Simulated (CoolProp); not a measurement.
Carbon dioxide at 298.15 K and 3.54 MPa is throttled through a valve to 1.32 MPa with no heat exchange. Each further row changes one setting.

Values from CoolProp's reference Helmholtz-energy equation of state, Span 1996.

```csv
case,temperature change (K),final density (kg/m³)
as stated,-27.8,…
outlet pressure 0.396 MPa,-41.9,…
outlet pressure 1.72 MPa,…,…
```

Question: Complete the blanks.

Answer: 
- as stated, final density (kg/m³): 28.6
- outlet pressure 0.396 MPa, final density (kg/m³): 8.46
- outlet pressure 1.72 MPa, temperature change (K): -22.2
- outlet pressure 1.72 MPa, final density (kg/m³): 37.6
